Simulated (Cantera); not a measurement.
A closed system holds: 1 mol B2O3, 2.6 mol H2, held at 1752 °C and 0.133 bar.

Method: chemical equilibrium by Gibbs-energy minimisation in Cantera with the NASA 1993 tables (ideal gas, pure condensed phases). Candidate condensed phases: B, B2O3, B3O3H3, H2O; 23 gas species. Kinetics and transport are ignored.

Base state: H2 0.631, B2O3 0.176, HBO2 0.0950, HBO 0.0650, B2O2 0.0176, BO 0.00611, H2O 0.00558, H 0.00419 (mole fractions); condensed: gas only.

**Question.** What changes in the equilibrium state with this change: B2O3 replaced by B?

**Answer.** 
```csv
species,before,after
H2,0.631,0.994
H,0.00419,0.00526
BH2,1.78e-6,0.000536
B2O3,0.176,0
HBO2,0.0950,0
HBO,0.0650,0
B2O2,0.0176,0
BO,0.00611,0
H2O,0.00558,0
BO2,7.96e-5,0
BH3,3.66e-8,1.38e-5
"B(s), mol",0,0.999
```
The tables' values for BH2 are old estimates; treat these amounts as uncertain. Gases not in the tables: B2H6 and higher boranes.
